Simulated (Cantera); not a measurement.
Input: 1 mol SiC, 0.14 mol H₂, at 2925 K and 75.0 Torr.

Cantera's Mixture.equilibrate('TP', solver="vcs", rtol=1e-11, max_steps=5000) on the NASA tables stopped like this:

```
ERROR: FAILURE its = 5001!

*******************************************************************************
CanteraError thrown by MultiPhase::equilibrate:
VCS solver failed. Return code: -1
*******************************************************************************
```

Task: What got this run through?

Result: Several could match; the one computed here: The failure is numerical, not chemical. The same input converged with solver="gibbs", rtol=1e-10, max_steps=50000, and the result passed a check of the equilibrium conditions:
```
T = 2925 K  P = 10000 Pa  gas = 1.046 mol
   x: Si 3.848e-01  SiC2 2.797e-01  Si2C 1.323e-01  H 1.070e-01  H2 7.358e-02  Si2 9.372e-03  SiH 5.005e-03  C2H2,acetylene 3.661e-03  C3 1.373e-03  SiC 1.102e-03  C2H 8.189e-04  Si3 7.556e-04  C 2.438e-04  SiH2 1.490e-04  C2 1.374e-04
   condensed (mol): C(gr) 0.2609
```

The gas is ideal and each condensed phase is pure. Gases not in the tables: Si2H6 and higher silanes.
